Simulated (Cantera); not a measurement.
Input: 1 mol CuO, 5.7 mol C, 0.026 mol CO, at 0.100 bar.

Equilibrium computed with Cantera from the NASA thermochemical tables; the gas is ideal and each condensed phase is pure. Candidate condensed phases: C, Cu, CuO, Cu2O; 15 gas species. Kinetics and transport are ignored.

x: gas mole fraction; n: condensed amount in mol.

```json
[
 {"T (°C)": "577", "x CO": "0.488", "x CO2": "0.512", "x Cu": "<1e-12", "x Cu2": "<1e-12", "n C(graphite)": "5.05", "n Cu(s)": "1.00", "n Cu(l)": "0"},
 {"T (°C)": "677", "x CO": "0.873", "x CO2": "0.127", "x Cu": "1.89e-11", "x Cu2": "<1e-12", "n C(graphite)": "4.82", "n Cu(s)": "1.00", "n Cu(l)": "0"},
 {"T (°C)": "777", "x CO": "0.979", "x CO2": "…", "x Cu": "…", "x Cu2": "<1e-12", "n C(graphite)": "4.72", "n Cu(s)": "1.00", "n Cu(l)": "0"},
 {"T (°C)": "877", "x CO": "0.996", "x CO2": "0.00391", "x Cu": "2.89e-8", "x Cu2": "<1e-12", "n C(graphite)": "4.70", "n Cu(s)": "1.00", "n Cu(l)": "0"},
 {"T (°C)": "977", "x CO": "0.999", "x CO2": "0.000961", "x Cu": "4.64e-7", "x Cu2": "2.29e-11", "n C(graphite)": "4.70", "n Cu(s)": "1.00", "n Cu(l)": "0"},
 {"T (°C)": "1077", "x CO": "1.000", "x CO2": "…", "x Cu": "…", "x Cu2": "…", "n C(graphite)": "4.70", "n Cu(s)": "1.000", "n Cu(l)": "0"},
 {"T (°C)": "1177", "x CO": "1.000", "x CO2": "0.000105", "x Cu": "3.44e-5", "x Cu2": "9.64e-9", "n C(graphite)": "4.70", "n Cu(s)": "0", "n Cu(l)": "1.000"},
 {"T (°C)": "1277", "x CO": "1.000", "x CO2": "4.33e-5", "x Cu": "0.000186", "x Cu2": "9.94e-8", "n C(graphite)": "4.70", "n Cu(s)": "0", "n Cu(l)": "1.000"},
 {"T (°C)": "1377", "x CO": "0.999", "x CO2": "2.00e-5", "x Cu": "0.000812", "x Cu2": "7.62e-7", "n C(graphite)": "4.70", "n Cu(s)": "0", "n Cu(l)": "0.999"},
 {"T (°C)": "1477", "x CO": "0.997", "x CO2": "1.01e-5", "x Cu": "0.00299", "x Cu2": "4.58e-6", "n C(graphite)": "4.70", "n Cu(s)": "0", "n Cu(l)": "0.997"}
]
```

### Question
What belongs in the gaps?

### Answer

- 777, x CO2: 0.0205
- 777, x Cu: 1.05e-9
- 1077, x CO2: 0.000291
- 1077, x Cu: 4.89e-6
- 1077, x Cu2: 6.42e-10
